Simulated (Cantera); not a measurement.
## Silicon etching in halogen gases: Si + NF3 + N2

A closed system holds: 1 mol Si, 2.9 mol NF3, 100 mol N2, equilibrated at 302 °C and 1.33 mbar.

Cantera equilibrium calculation (NASA polynomials, part measured and part estimated; ideal gas, pure solids and liquids). Candidate condensed phases: Si, Si3N4; 16 gas species. Equilibrium is a limit: real reactors are often held back by kinetics, nucleation or transport.

| Item | Value |
|---|---|
| x(N2) | 0.974 |
| x(NF3) | 0.0127 |
| x(SiF4) | 0.00966 |
| x(F2) | 0.00353 |
| x(F) | 0.000113 |
| gas amount | 103.5 mol |
| log10 activity of Si(s) (absent) | -133.49 |
